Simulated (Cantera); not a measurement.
## Thermodynamics of carbon deposition, reforming and gasification, feed C₂H₅OH + NH₃ + N₂

Feed: 1 mol C₂H₅OH, 0.83 mol NH₃, 0.6 mol N₂, equilibrated at 1 atm.

Cantera equilibrium calculation (NASA polynomials, part measured and part estimated; ideal gas, pure solids and liquids). Candidate condensed phases: C, C₆H₆, C₇H₈, C₈H₁₈, H₂O; 136 gas species. Kinetics and transport are ignored.

From 375 °C to 1575 °C the condensed part is C(graphite). The main C-bearing gas is CH₄ at 375 °C and CO at 1575 °C. The share of C in condensed phases is highest at 575 °C (50.6 %) and lowest at 375 °C (22.4 %).

| T (°C) | x H₂ | x CH₄ | x N₂ | x H₂O | x CO | x CO₂ | n C(graphite) |
|---|---|---|---|---|---|---|---|
| 375 | 0.117 | 0.381 | 0.262 | 0.219 | 0.000667 | 0.0198 | 0.449 |
| 575 | 0.469 | 0.143 | 0.209 | 0.119 | 0.0339 | 0.0265 | 1.01 |
| 775 | 0.643 | 0.0245 | 0.170 | 0.0172 | 0.141 | 0.00447 | 0.983 |
| 975 | 0.671 | 0.00509 | 0.163 | 0.00166 | 0.159 | 0.000252 | 0.980 |
| 1175 | 0.676 | 0.00154 | 0.162 | 0.000277 | 0.160 | 2.76e-5 | 0.991 |
| 1375 | 0.677 | 0.000622 | 0.162 | 7.13e-5 | 0.160 | 5.26e-6 | 0.990 |
| 1575 | 0.676 | 0.000305 | 0.161 | 2.47e-5 | 0.160 | 1.46e-6 | 0.979 |
x: gas mole fraction; n: condensed amount in mol.
